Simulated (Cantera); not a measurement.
A closed system holds: 1 mol BN, 0.64 mol NF3, at 1323.15 K and 86.0 mbar.

Equilibrium computed with Cantera from the NASA thermochemical tables; the gas is ideal and each condensed phase is pure. Candidate condensed phases: B, BN; 13 gas species. The tables' values for BF2 are old estimates; treat these amounts as uncertain. Equilibrium is a limit: real reactors are often held back by kinetics, nucleation or transport.

Task: What is the equilibrium state?

Result: 
| Item | Value |
|---|---|
| x(N2) | 0.500 |
| x(BF3) | 0.500 |
| x(BF2) | 8.81e-5 |
| n(BN(s)) | 0.360 mol |
| gas amount | 1.280 mol |
| log10 activity of B(s) (absent) | -4.61 |
